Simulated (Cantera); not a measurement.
**Silicon oxide and oxynitride deposition: SiCl4 + O2 + N2 + O3**

Feed: 1 mol SiCl4, 0.052 mol O2, 1.4 mol N2, 0.5 mol O3, at 13.3 mbar.

Method: chemical equilibrium by Gibbs-energy minimisation in Cantera with the NASA 1993 tables (ideal gas, pure condensed phases). Candidate condensed phases: Si, SiO2, Si2N2O, Si3N4; 23 gas species. The tables' values for SiCl3 are old estimates; treat these amounts as uncertain. The tables hold silica as quartz up to 1696 K and as liquid above; real silica turns to tridymite and cristobalite and melts near 1996 K. Rates play no part.

From 302 °C to 527 °C the condensed part is SiO2(α-quartz). From 602 °C to 1202 °C the condensed part is SiO2(β-quartz). The main Si-bearing gas is SiCl4 throughout.

| T (°C) | x Cl2 | x N2 | x Cl | x SiCl4 | x SiCl3 | n SiO2(α-quartz) | n SiO2(β-quartz) |
|---|---|---|---|---|---|---|---|
| 302 | 0.501 | 0.437 | 4.12e-8 | 0.0618 | <1e-12 | 0.802 | 0 |
| 377 | 0.501 | 0.437 | 7.97e-7 | 0.0618 | <1e-12 | 0.802 | 0 |
| 452 | 0.501 | 0.437 | 8.41e-6 | 0.0618 | <1e-12 | 0.802 | 0 |
| 527 | 0.501 | 0.437 | 5.73e-5 | 0.0618 | <1e-12 | 0.802 | 0 |
| 602 | 0.501 | 0.437 | 0.000282 | 0.0618 | 4.93e-12 | 0 | 0.802 |
| 677 | 0.500 | 0.437 | 0.00108 | 0.0618 | 9.18e-11 | 0 | 0.802 |
| 752 | 0.498 | 0.436 | 0.00342 | 0.0617 | 1.11e-9 | 0 | 0.802 |
| 827 | 0.494 | 0.435 | 0.00922 | 0.0616 | 9.55e-9 | 0 | 0.802 |
| 902 | 0.485 | 0.432 | 0.0218 | 0.0612 | 6.23e-8 | 0 | 0.802 |
| 977 | 0.466 | 0.427 | 0.0462 | 0.0604 | 3.25e-7 | 0 | 0.802 |
| 1052 | 0.435 | 0.418 | 0.0882 | 0.0591 | 1.41e-6 | 0 | 0.802 |
| 1127 | 0.386 | 0.404 | 0.153 | 0.0571 | 5.31e-6 | 0 | 0.802 |
| 1202 | 0.320 | 0.384 | 0.241 | 0.0544 | 1.78e-5 | 0 | 0.802 |
x: gas mole fraction; n: condensed amount in mol.
